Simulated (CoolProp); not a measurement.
Ammonia at 513.93 K and 1.67 MPa flows at 0.4 m/s in a round tube of 2 mm bore and 15 µm roughness, fully developed (64/Re and Nu = 3.66 if laminar; Colebrook and Gnielinski if turbulent). Each further row changes one setting.

Computed with CoolProp (reference Helmholtz-energy equation of state, Gao 2020).

| case | Reynolds number | Darcy friction factor | pressure drop (Pa/m) | heat-transfer coefficient (W/(m² K)) | mass flow (kg/h) |
|---|---|---|---|---|---|
| as stated | ___ | ___ | ___ | 103 | ___ |
| velocity 0.8 m/s | 591 | 0.108 | ___ | 103 | ___ |
| diameter 4 mm | 591 | 0.108 | ___ | ___ | 0.123 |

Question: Complete the blanks.

Answer: 
- as stated, Reynolds number: 296
- as stated, Darcy friction factor: 0.217
- as stated, pressure drop (Pa/m): 59.0
- as stated, mass flow (kg/h): 0.0308
- velocity 0.8 m/s, pressure drop (Pa/m): 118
- velocity 0.8 m/s, mass flow (kg/h): 0.0616
- diameter 4 mm, pressure drop (Pa/m): 14.8
- diameter 4 mm, heat-transfer coefficient (W/(m² K)): 51.7

Viscosity comes from a separate model (Fenghour 1995). Thermal conductivity comes from a separate model (Tufeu 1984).
